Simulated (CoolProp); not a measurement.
Decamethylcyclopentasiloxane (D5) along the isobar 6.17 MPa: density (kg/m³) from the reference equation and from simpler models built on Tc = 618.3 K, pc = 1.078 MPa, ω = 0.631; each cubic takes its own stable root.

Values from CoolProp's reference Helmholtz-energy equation of state, Thol 2019.

```
T (K)   phase  reference  van der Waals  Redlich-Kwong  Soave-Redlich-Kwong  Peng-Robinson
-----  ------  ---------  -------------  -------------  -------------------  -------------
529.2  liquid      726.8          469.6          633.2                659.2          739.1
540    liquid      714.9          465.9          625.1                648.7          727.1
550.9  liquid      702.8          462.2          616.8                637.9          714.5
561.8  liquid      690.4          458.5          608.4                626.7          701.6
572.7  liquid      677.9          454.7          599.9                615.2          688.2
583.6  liquid      665.2          450.9          591.4                603.4          674.4
594.5  liquid      652.2          447.1          582.9                591.3          660.2
605.3  liquid      639.2          443.3          574.4                579.1          645.8
```
